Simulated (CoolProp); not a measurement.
Vapour-liquid equilibrium of benzene (1) + dimethyl carbonate (2) at 2130 kPa; x and y are mole fractions of (1).

Computed with CoolProp (multi-fluid Helmholtz-energy mixture model, Thol 2012 and Zhou 2011; pair parameters Bell 2016).

```tsv
x	bubble temperature (°C)	y at the bubble point	dew temperature at overall composition x (°C)	liquid density (mol/L)
0.05	226.7	0.057	226.8	8.122
0.2	225.0	0.217	225.1	8.071
0.35	223.8	0.365	223.9	8.022
0.5	223.2	0.506	223.2	7.974
0.65	223.2	0.646	223.2	7.931
0.8	223.8	0.790	223.8	7.892
0.95	225.1	0.945	225.2	7.855
```

y crosses x between x = 0.5 and 0.65: the model has an azeotrope there.

The pair parameters rest on a limited set of measurements; away from them the model extrapolates.
